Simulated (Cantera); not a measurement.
# Abatement and gas-phase synthesis: CS2 + H2 + N2

Feed: 1 mol CS2, 0.061 mol H2, 1.4 mol N2.

Cantera equilibrium calculation (NASA polynomials, part measured and part estimated; ideal gas, pure solids and liquids). Candidate condensed phases: C, C6H6, C7H8, C8H18, S; 100 gas species. The ideal-gas law is rough above about 30 bar. The numbers say what is thermodynamically allowed, not how fast it happens.

Stable condensed phases:

```
T in K \ P in Pa
               10       44      200      880     3900    17000    77000   340000  1500000  6800000 30000000
   2298         A        A        A        A        A        A        A        B        B        B        B
   2223         A        A        A        A        A        A        B        B        B        B        B
   2148         A        A        A        A        A        A        B        B        B        B        B
   2073         A        A        A        A        A        B        B        B        B        B        B
   1998         A        A        A        A        A        B        B        B        B        B        B
   1923         A        A        A        A        B        B        B        B        B        B        B
   1848         A        A        A        B        B        B        B        B        B        B        B
   1773         A        A        B        B        B        B        B        B        B        B        B
   1698         A        A        B        B        B        B        B        B        B        B        B
   1623         A        B        B        B        B        B        B        B        B        B        B
   1548         B        B        B        B        B        B        B        B        B        B        B
   1473         B        B        B        B        B        B        B        B        B        B        B
   1398         B        B        B        B        B        B        B        B        B        B        B
   1323         B        B        B        B        B        B        B        B        B        B        B
```

A: gas only; B: C.
